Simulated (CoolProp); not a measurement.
Sulfur hexafluoride along the isobar 4.81 MPa: Z from the reference equation and from simpler models built on Tc = 45.6 °C, pc = 3.755 MPa, ω = 0.210; each cubic takes its own stable root.

The numbers come from the reference Helmholtz-energy equation of state, Guder 2009 in CoolProp.

| T (°C) | phase | reference |
|---|---|---|
| 21.15 | liquid | 0.1972 |
| 48.45 | supercritical | 0.2351 |
| 75.75 | supercritical | 0.5875 |
| 103.05 | supercritical | 0.7274 |
| 130.35 | supercritical | 0.8046 |
| 157.65 | supercritical | 0.8555 |
| 184.95 | supercritical | 0.8918 |
| 212.25 | supercritical | 0.9187 |
| 239.55 | supercritical | 0.9393 |
| 266.85 | supercritical | 0.9554 |
| 294.15 | supercritical | 0.9681 |
| 321.45 | supercritical | 0.9782 |

Q: How far does each simpler model (Soave-Redlich-Kwong, Peng-Robinson) lie from the reference over these 12 states: mean and median of the absolute difference, and the worst?

A: 
- Soave-Redlich-Kwong: mean 3.4 %, median 1.2 %, worst +18.4 % at 48.45 °C and 4.81 MPa
- Peng-Robinson: mean 2.3 %, median 1.9 %, worst +7.5 % at 48.45 °C and 4.81 MPa
